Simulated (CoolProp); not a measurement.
C3F8 (R218) along the isobar 3.39 MPa: fugacity coefficient from the reference equation and from simpler models built on Tc = 345.0 K, pc = 2.640 MPa, ω = 0.317; each cubic takes its own stable root.

The numbers come from the reference Helmholtz-energy equation of state, Lemmon 2006 in CoolProp. It is a short technical equation, of lower accuracy than the large ones.

```csv
T (K),phase,reference,van der Waals,Redlich-Kwong,Soave-Redlich-Kwong,Peng-Robinson
194.3,liquid,0.003334,0.06097,0.009928,0.003349,0.003403
207.3,liquid,0.007808,0.08591,0.01978,0.007862,0.007855
220.3,liquid,0.01615,0.1160,0.03544,0.01632,0.01610
233.4,liquid,0.03029,0.1513,0.05846,0.03074,0.03003
246.4,liquid,0.05195,0.1911,0.08948,0.05292,0.05135
259.4,liquid,0.08295,0.2353,0.1292,0.08482,0.08189
272.4,liquid,0.1247,0.2832,0.1775,0.1279,0.1230
285.5,liquid,0.1784,0.3346,0.2344,0.1833,0.1760
298.5,liquid,0.2432,0.3880,0.2980,0.2501,0.2399
311.5,liquid,0.3186,0.4429,0.3669,0.3275,0.3139
324.5,liquid,0.4027,0.4985,0.4392,0.4129,0.3959
```
